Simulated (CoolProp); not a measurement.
Toluene along the isotherm 620 K: Z from the reference equation and from simpler models built on Tc = 591.7 K, pc = 4126 kPa, ω = 0.266; each cubic takes its own stable root.

Computed with CoolProp (reference Helmholtz-energy equation of state, Lemmon 2006). It is a short technical equation, of lower accuracy than the large ones.

| p (kPa) | phase | reference | van der Waals | Redlich-Kwong | Soave-Redlich-Kwong | Peng-Robinson |
|---|---|---|---|---|---|---|
| 19.6 | gas | 0.9985 | 0.9987 | 0.9986 | 0.9986 | 0.9984 |
| 40.2 | gas | 0.9969 | 0.9974 | 0.9971 | 0.9972 | 0.9968 |
| 82.5 | gas | 0.9937 | 0.9947 | 0.9940 | 0.9942 | 0.9934 |
| 169 | gas | 0.9870 | 0.9891 | 0.9877 | 0.9880 | 0.9865 |
| 348 | gas | 0.9731 | 0.9772 | 0.9745 | 0.9751 | 0.9721 |
| 715 | gas | 0.9438 | 0.9523 | 0.9468 | 0.9481 | 0.9419 |
| 1470 | gas | 0.8802 | 0.8971 | 0.8864 | 0.8895 | 0.8771 |
| 3010 | gas | 0.7313 | 0.7606 | 0.7429 | 0.7520 | 0.7286 |
| 6190 | supercritical | 0.2957 | 0.3754 | 0.3447 | 0.3711 | 0.3435 |
